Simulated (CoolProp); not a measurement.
1,2-dichloroethane along the isobar 10.8 bar: fugacity coefficient from the reference equation and from simpler models built on Tc = 288.4 °C, pc = 52.26 bar, ω = 0.269; each cubic takes its own stable root.

Values from CoolProp's reference Helmholtz-energy equation of state, Thol 2015.

| T (°C) | phase | reference | Redlich-Kwong | Soave-Redlich-Kwong | Peng-Robinson |
|---|---|---|---|---|---|
| 144.85 | liquid | 0.4329 | 0.6253 | 0.4397 | 0.4331 |
| 149.55 | liquid | 0.4753 | 0.6754 | 0.4833 | 0.4757 |
| 154.25 | liquid | 0.5204 | 0.7276 | 0.5298 | 0.5210 |
| 158.95 | liquid | 0.5682 | 0.7820 | 0.5791 | 0.5691 |
| 163.65 | liquid | 0.6188 | 0.8386 | 0.6312 | 0.6199 |
| 168.35 | liquid | 0.6721 | 0.8629 | 0.6862 | 0.6735 |
| 173.05 | liquid | 0.7283 | 0.8668 | 0.7441 | 0.7300 |
| 177.85 | liquid | 0.7886 | 0.8707 | 0.8062 | 0.7905 |
| 187.25 | gas | 0.8640 | 0.8780 | 0.8686 | 0.8605 |
| 191.95 | gas | 0.8684 | 0.8814 | 0.8726 | 0.8645 |
| 196.65 | gas | 0.8727 | 0.8847 | 0.8765 | 0.8684 |
| 201.35 | gas | 0.8768 | 0.8878 | 0.8802 | 0.8722 |
| 206.15 | gas | 0.8807 | 0.8910 | 0.8839 | 0.8759 |
| 210.85 | gas | 0.8845 | 0.8939 | 0.8874 | 0.8794 |

At some of these states Redlich-Kwong gives the other phase, because its saturation line lies elsewhere.
